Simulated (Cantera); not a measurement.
Feed: 1 mol H₂S, 1.8 mol H₂, 0.075 mol SO₂, equilibrated at 1700 K and 10.0 mbar.

These are equilibrium values from Cantera (NASA tables, ideal gas, pure condensed phases), not measurements of a reactor. Candidate condensed phases: H₂O, H₂SO₄, S; 19 gas species. Kinetics and transport are ignored.

Base state: H₂ 0.761, S₂ 0.136, H₂O 0.0451, H₂S 0.0434, SH 0.0105, H 0.00129, S 0.00117, SO 0.000528 (mole fractions); condensed: gas only.

Question: What changes in the equilibrium state with this change: pressure from 10.0 mbar to 55.0 Pa?

Answer: 
```csv
species,before,after
H₂,0.761,0.777
S₂,0.136,0.146
H₂O,0.0451,0.0420
H₂S,0.0434,0.0108
SH,0.0105,0.0110
S,0.00117,0.00515
H,0.00129,0.00554
SO,0.000528,0.00212
OH,3.93e-6,1.55e-5
SO₂,0.000104,0.000381
```

Question: What changes in the equilibrium state with this change: temperature from 1700 K to 3173 K?

Answer: 
```csv
species,before,after
H,0.00129,0.732
S,0.00117,0.160
H₂,0.761,0.0786
O,5.32e-9,0.0152
H₂S,0.0434,2.44e-5
S₂,0.136,0.00154
H₂O,0.0451,0.000776
SH,0.0105,0.00400
O₂,<1e-9,5.89e-5
OH,3.93e-6,0.00272
S₂O,3.48e-5,5.68e-7
SO,0.000528,0.00512
SO₂,0.000104,3.25e-5
```
